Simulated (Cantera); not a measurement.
Feed: 1 mol SiH₂Cl₂, 0.0046 mol C₃H₈, 270 mol H₂, at 2225 °C and 0.0100 bar.

Cantera equilibrium calculation (NASA polynomials, part measured and part estimated; ideal gas, pure solids and liquids). Candidate condensed phases: C, C₆H₆, C₇H₈, C₈H₁₈, Si, SiC; 109 gas species. The numbers say what is thermodynamically allowed, not how fast it happens.

Base state: H₂ 0.771, H 0.219, HCl 0.00542, Si 0.00317, Cl 0.00109, SiH 7.37e-5, C₂H₂ (acetylene) 1.92e-5 (mole fractions); condensed: gas only.

What changes in the equilibrium state with this change: C₃H₈ from 0.0046 to 0.33 mol?


| species | before | after |
|---|---|---|
| H₂ | 0.771 | 0.770 |
| H | 0.219 | 0.219 |
| HCl | 0.00542 | 0.00540 |
| C₂H₂ (acetylene) | 1.92e-5 | 0.00143 |
| Si | 0.00317 | 0.00302 |
| C₂H | 3.90e-7 | 2.89e-5 |
| SiC₂ | 1.90e-6 | 0.000134 |
| SiH | 7.37e-5 | 7.01e-5 |

What changes in the equilibrium state with this change: pressure from 0.0100 bar to 0.133 bar?


| species | before | after |
|---|---|---|
| H₂ | 0.771 | 0.924 |
| H | 0.219 | 0.0656 |
| HCl | 0.00542 | 0.00670 |
| Si | 0.00317 | 0.00310 |
| SiH₂ | 5.30e-6 | 8.29e-5 |
| SiCl | 8.46e-6 | 3.42e-5 |
| SiH | 7.37e-5 | 0.000288 |
The tables' values for SiCl are old estimates; treat these amounts as uncertain. Gases not in the tables: Si₂H₆ and higher silanes.
